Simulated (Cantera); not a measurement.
A Cantera script and what it prints.

```python
import numpy as np
import cantera as ct

gas_names = [...]  # 109 gases of nasa_gas.yaml made of C, Cl, H, Si
cond_names = """
    C(gr) C6H6(L) C7H8(L) C8H18(L),n-octa Si(cr) Si(L) SiC(b)
""".split()


# ... load() reads the species with a 1 bar reference pressure and builds the phases ...
atoms = {
    'SiHCl3': {'Si': 1, 'H': 1, 'CL': 3},
    'C3H8': {'C': 3, 'H': 8},
    'H2': {'H': 2},
    'CH4': {'C': 1, 'H': 4},
}
top_T = {'C(gr)': 4500, 'SiC(b)': 3050}  # K; cautious upper limits of use, not melting points


# ... equilibrate(T, P, feed) seeds the gas with the atoms and calls Mixture.equilibrate('TP', solver="vcs", rtol=1e-11, max_steps=5000) ...
results = []
T = 1823.15  # K
P = 8500  # Pa
for m in [0.046, 0.064, 0.091, 0.13, 0.18, 0.26, 0.36]:
    feed = {'SiHCl3': 1, 'C3H8': m, 'H2': 5.1, 'CH4': 0.42}  # mol
    mix = equilibrate(T, P, feed)
    results.append((T, P, feed, dict(zip(mix.species_names, mix.species_moles))))

top = {s: max(r[3][s] / sum(r[3][g] for g in gas_names) for r in results) for s in gas_names}
cols = sorted((s for s in top if top[s] > 1e-06), key=lambda s: -top[s])[:6]
seen = [c for c in cond_names if any(r[3].get(c, 0) > 1e-12 for r in results)]
print("log10 of partial pressures in bar; condensed amounts in mol")
print(f"{'n(C3H8)':>10s}" + "".join(f"{s[:9]:>10s}" for s in cols + seen))
for T, P, feed, n in results:
    ng = sum(n[g] for g in gas_names)
    print(f"{feed['C3H8']:10.4g}" + "".join(f"{np.log10(max(n[s] / ng * P / 1e5, 1e-99)):10.3f}" for s in cols)
          + "".join(f"{n.get(c, 0):10.4g}" for c in seen))
```

Output:

```
log10 of partial pressures in bar; condensed amounts in mol
   n(C3H8)        H2       HCL     SiCL2     SiCL3         H        CL     C(gr)    SiC(b)
     0.046    -1.234    -1.659    -2.355    -3.738    -3.980    -4.523         0    0.5579
     0.064    -1.237    -1.641    -2.416    -3.779    -3.981    -4.503         0    0.6119
     0.091    -1.240    -1.616    -2.525    -3.861    -3.983    -4.476         0    0.6928
      0.13    -1.246    -1.582    -2.742    -4.042    -3.986    -4.440         0    0.8092
      0.18    -1.247    -1.567    -2.983    -4.266    -3.986    -4.423   0.06976    0.8876
      0.26    -1.240    -1.581    -3.018    -4.319    -3.983    -4.441    0.3044    0.8928
      0.36    -1.232    -1.598    -3.060    -4.383    -3.978    -4.462    0.5983    0.8986
```

Equilibrium computed with Cantera from the NASA thermochemical tables; the gas is ideal and each condensed phase is pure. The tables' values for SiCl3, SiCl are old estimates; treat these amounts as uncertain.
